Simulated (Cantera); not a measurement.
A freely propagating, adiabatic, planar premixed flame of H2 : O2 : N2 : H2O = 1 : 0.179 : 0.671 : 0.25 (molar parts), equivalence ratio 2.8, unburnt at 700 K and 0.820 bar; mixture-averaged transport, grid criteria slope 0.08 and curve 0.16, no radiation.

Detailed kinetics in Cantera: the H2/O2 subset of GRI-Mech 3.0, which has no nitrogen chemistry. Burning velocities carry a grid error of a few per cent, more on coarse grids.

Task: How do the results move with these cheaper or finer settings: unity-Lewis-number transport; multicomponent transport; multicomponent+Soret transport; grid criteria slope 0.5, curve 1; grid criteria slope 0.25, curve 0.5; grid criteria slope 0.03, curve 0.06?

Result: 
```json
[
 {"setting": "as above", "laminar burning velocity": "895 cm/s", "thermal thickness": "0.615 mm", "peak x(H)": "0.0630", "peak x(H2O2)": "5.03e-6", "grid points": "135"},
 {"setting": "unity-Lewis-number transport", "laminar burning velocity": "537 cm/s", "thermal thickness": "0.551 mm", "peak x(H)": "0.0636", "peak x(H2O2)": "3.96e-6", "grid points": "117"},
 {"setting": "multicomponent transport", "laminar burning velocity": "880 cm/s", "thermal thickness": "0.621 mm", "peak x(H)": "0.0630", "peak x(H2O2)": "5.02e-6", "grid points": "135"},
 {"setting": "multicomponent+Soret transport", "laminar burning velocity": "860 cm/s", "thermal thickness": "0.612 mm", "peak x(H)": "0.0625", "peak x(H2O2)": "5.29e-6", "grid points": "135"},
 {"setting": "grid criteria slope 0.5, curve 1", "laminar burning velocity": "1010 cm/s", "thermal thickness": "0.848 mm", "peak x(H)": "0.0658", "peak x(H2O2)": "4.93e-6", "grid points": "49"},
 {"setting": "grid criteria slope 0.25, curve 0.5", "laminar burning velocity": "954 cm/s", "thermal thickness": "0.717 mm", "peak x(H)": "0.0642", "peak x(H2O2)": "4.72e-6", "grid points": "61"},
 {"setting": "grid criteria slope 0.03, curve 0.06", "laminar burning velocity": "885 cm/s", "thermal thickness": "0.592 mm", "peak x(H)": "0.0628", "peak x(H2O2)": "5.11e-6", "grid points": "276"}
]
```
Unity Lewis numbers drop preferential diffusion, which matters most where H2 and H carry the flame; Soret adds thermal diffusion.
